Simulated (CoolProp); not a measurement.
Chloromethane (R40) along the isobar 5.93 MPa: density (kg/m³) from the reference equation and from simpler models built on Tc = 418.6 K, pc = 6.929 MPa, ω = 0.150; each cubic takes its own stable root.

Computed with CoolProp (reference Helmholtz-energy equation of state, Thol 2014).

```
T (K)   phase  reference
-----  ------  ---------
334.2  liquid      848.4
354.9  liquid      797.9
375.6  liquid      737.1
396.3  liquid      651.5
417.1     gas      154.7
437.8     gas      123.1
458.5     gas      107.0
479.3     gas      96.22
500       gas      88.21
```

How far does each simpler model (Redlich-Kwong, Soave-Redlich-Kwong, Peng-Robinson) lie from the reference over these 9 states: mean and median of the absolute difference, and the worst?


- Redlich-Kwong: mean 7.0 %, median 4.9 %, worst -17.3 % at 396.3 K and 5.93 MPa
- Soave-Redlich-Kwong: mean 6.6 %, median 4.8 %, worst -15.0 % at 396.3 K and 5.93 MPa
- Peng-Robinson: mean 1.6 %, median 1.2 %, worst -4.4 % at 396.3 K and 5.93 MPa
